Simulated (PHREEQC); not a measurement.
A solution holds 0.0013 mol SrBr2 and 0.00025 mol FeCl3 per kg of water, at 25 °C. Closed to the air; pH follows from the charge balance.

Model: ion-association model, phreeqc.dat, run in PHREEQC.

Precipitation was switched off in this run.

Question: What pH does the model give?

Answer: pH 3.49.

Question: In which forms is Fe present?

Answer: FeOH+2 53 %, Fe(OH)2+ 43 %, Fe+3 3.6 %, Fe2(OH)2+4 0.7 % of the Fe.

The solution is supersaturated, for example in Fe(OH)3(a), Hematite (slow to form), so a real one may precipitate; this is no full list.
